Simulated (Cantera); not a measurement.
Feed: 1 mol CH3Cl, 0.37 mol F2, at 2723 K and 100 Torr.

These are equilibrium values from Cantera (NASA tables, ideal gas, pure condensed phases), not measurements of a reactor. Candidate condensed phases: C, C6H6, C7H8, C8H18; 118 gas species. Equilibrium is a limit: real reactors are often held back by kinetics, nucleation or transport.

Base state: HCl 0.312, HF 0.287, H2 0.235, H 0.0823, Cl 0.0758, C2H2 (acetylene) 0.00603, F 0.000357, C2H 0.000233 (mole fractions); condensed: C(graphite).

What changes in the equilibrium state with this change: F2 from 0.37 to 0.14 mol?


```json
[
 {"species": "HCl", "before": "0.312", "after": "0.356"},
 {"species": "H2", "before": "0.235", "after": "0.344"},
 {"species": "HF", "before": "0.287", "after": "0.119"},
 {"species": "H", "before": "0.0823", "after": "0.0995"},
 {"species": "Cl", "before": "0.0758", "after": "0.0714"},
 {"species": "CF", "before": "2.18e-5", "after": "7.51e-6"},
 {"species": "F", "before": "0.000357", "after": "0.000123"},
 {"species": "C2H2 (acetylene)", "before": "0.00603", "after": "0.00881"},
 {"species": "C4H2", "before": "6.41e-5", "after": "9.38e-5"},
 {"species": "C(graphite), mol", "before": "0.965", "after": "0.955"}
]
```
